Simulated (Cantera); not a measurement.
Cantera run, input and output.

```python
import numpy as np
import cantera as ct

gas = ct.Solution("h2o2.yaml")
gas.TPX = 1550, 150000, {'H2': 1, 'O2': 1.39, 'N2': 5.22}
reactor = ct.IdealGasConstPressureReactor(gas, energy="on", clone=False)
net = ct.ReactorNet([reactor])
net.rtol, net.atol = 1e-08, 1e-16
show = ['H2', 'O2', 'HO2', 'O', 'H2O']
times = np.geomspace(2e-06, 2, 12)

steps = ct.SolutionArray(gas, extra=["t"])
rows = []
print(f"{'t/s':>10s}{'T/K':>9s}{'P/Pa':>11s}" + "".join(f"{s:>11s}" for s in show))
for t in times:
    while net.time < t:
        t_next = net.step()
        steps.append(gas.state, t=t_next)
    rows.append([np.interp(t, steps.t, y) for y in (steps.T, steps.P, *steps(*show).X.T)])
    print(f"{t:10.3e}{rows[-1][0]:9.1f}{rows[-1][1]:11.4g}" + "".join(f"{x:11.3e}" for x in rows[-1][2:]))
rate = np.gradient(steps.T, steps.t)
print("integrator steps:", len(steps.t))
if steps.T.max() > steps.T[0] + 200:
    print(f"time of steepest temperature rise: {steps.t[rate.argmax()]:.4e} s")
gas.TPX = 1550, 150000, {'H2': 1, 'O2': 1.39, 'N2': 5.22}
gas.equilibrate("HP")
print(f"equilibrium (HP): T = {gas.T:.1f} K  " + "  ".join(f"{s} {gas[s].X[0]:.3e}" for s in show))
```

Result:

```
       t/s      T/K       P/Pa         H2         O2        HO2          O        H2O
 2.000e-06   1550.0    1.5e+05  1.314e-01  1.827e-01  9.548e-07  1.212e-06  4.178e-06
 7.022e-06   1560.1    1.5e+05  1.118e-01  1.727e-01  5.800e-05  3.348e-03  1.356e-02
 2.466e-05   2052.0    1.5e+05  9.005e-03  1.139e-01  2.469e-05  2.145e-02  1.109e-01
 8.658e-05   2321.6    1.5e+05  3.107e-03  1.189e-01  9.144e-06  6.903e-03  1.277e-01
 3.040e-04   2398.9    1.5e+05  1.171e-03  1.216e-01  9.215e-06  2.570e-03  1.337e-01
 1.067e-03   2400.5    1.5e+05  1.135e-03  1.216e-01  9.282e-06  2.490e-03  1.339e-01
 3.748e-03   2400.5    1.5e+05  1.135e-03  1.216e-01  9.282e-06  2.490e-03  1.339e-01
 1.316e-02   2400.5    1.5e+05  1.135e-03  1.216e-01  9.282e-06  2.490e-03  1.339e-01
 4.620e-02   2400.5    1.5e+05  1.135e-03  1.216e-01  9.282e-06  2.490e-03  1.339e-01
 1.622e-01   2400.5    1.5e+05  1.135e-03  1.216e-01  9.282e-06  2.490e-03  1.339e-01
 5.696e-01   2400.5    1.5e+05  1.135e-03  1.216e-01  9.282e-06  2.490e-03  1.339e-01
 2.000e+00   2400.5    1.5e+05  1.135e-03  1.216e-01  9.282e-06  2.490e-03  1.339e-01
integrator steps: 1081
time of steepest temperature rise: 8.9213e-06 s
equilibrium (HP): T = 2400.5 K  H2 1.135e-03  O2 1.216e-01  HO2 9.282e-06  O 2.490e-03  H2O 1.339e-01
```

Computed with Cantera and the H2/O2 subset of GRI-Mech 3.0, which has no nitrogen chemistry.
